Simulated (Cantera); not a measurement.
Mixture: CH4 : C2H6 : C3H8 : O2 : N2 = 1 : 0.071 : 0.46 : 10.6 : 39.8 (molar parts), at 1000000 Pa, adiabatic and at constant pressure. Ignition delay is the time to a rise of 400 K.

Model: GRI-Mech 3.0 (53 species, 325 reactions), integrated in Cantera. GRI-Mech 3.0 was tuned for natural gas; its chemistry of propane as a main component is partial and can be far from experiment.

Problem. What does this change do: pressure from 1000000 Pa to 76000 Pa?

Solution. 
| quantity | before | after |
|---|---|---|
| delay at 1125 K | 3.94 ms | 25.8 ms |
| delay at 1225 K | 0.841 ms | 3.82 ms |
| delay at 1325 K | 0.202 ms | 0.785 ms |
| delay at 1425 K | 58.3 µs | 0.234 ms |
| apparent activation energy between 1375 and 1475 K | 190 kJ/mol | 180 kJ/mol |

Problem. What does this change do: constant volume in place of constant pressure?

Solution. 
| quantity | before | after |
|---|---|---|
| delay at 1125 K | 3.94 ms | 3.78 ms |
| delay at 1225 K | 0.841 ms | 0.798 ms |
| delay at 1325 K | 0.202 ms | 0.188 ms |
| delay at 1425 K | 58.3 µs | 53.2 µs |
| apparent activation energy between 1375 and 1475 K | 190 kJ/mol | 190 kJ/mol |
